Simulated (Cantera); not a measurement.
An adiabatic, constant-pressure homogeneous reactor starts with 4.20 % CH₄, 1.22 % C₂H₆, 0.240 % C₃H₈, 8.66 % O₂, 81.6 % N₂, 4.12 % H₂O, equivalence ratio 1.6, at 1175 K and 7500 Torr.

Computed with Cantera and GRI-Mech 3.0 (53 species, 325 reactions).

x: mole fraction; the columns are a selection and need not sum to one.

```tsv
t (s)	T (K)	x CH₄	x C₂H₆	x C₃H₈	x H₂O₂	x O₂	x C₂H
3.00e-6	1175	0.0420	0.0122	0.00240	9.61e-11	0.0866	<1e-12
7.08e-6	1175	0.0420	0.0122	0.00240	6.83e-10	0.0866	<1e-12
1.67e-5	1175	0.0420	0.0122	0.00240	___	0.0866	<1e-12
3.95e-5	1175	0.0420	0.0122	0.00240	___	0.0866	<1e-12
9.31e-5	1175	0.0420	0.0122	0.00240	___	0.0866	<1e-12
0.000220	1175	0.0420	0.0122	0.00239	___	0.0866	<1e-12
0.000519	1176	0.0419	0.0120	0.00235	___	0.0864	<1e-12
0.00122	1265	0.0343	0.00523	0.000975	___	0.0722	3.17e-11
0.00289	1919	0.00162	5.61e-7	4.36e-11	6.55e-11	2.05e-8	3.28e-8
0.00682	1915	0.000949	1.73e-7	7.91e-12	5.42e-11	1.09e-8	1.67e-8
0.0161	1910	0.000400	2.79e-8	<1e-12	4.58e-11	9.25e-9	3.62e-9
0.0380	1908	4.13e-5	2.87e-10	<1e-12	4.24e-11	8.47e-9	1.00e-10
0.0897	1907	4.89e-8	<1e-12	<1e-12	4.34e-11	8.65e-9	<1e-12
0.212	1907	4.98e-10	<1e-12	<1e-12	4.34e-11	8.65e-9	<1e-12
0.500	1907	4.98e-10	<1e-12	<1e-12	4.34e-11	8.65e-9	<1e-12
```

Problem. Complete the blanks.

Solution. 
- 1.67e-5, x H₂O₂: 4.59e-9
- 3.95e-5, x H₂O₂: 3.06e-8
- 9.31e-5, x H₂O₂: 1.99e-7
- 0.000220, x H₂O₂: 1.29e-6
- 0.000519, x H₂O₂: 1.17e-5
- 0.00122, x H₂O₂: 0.000219
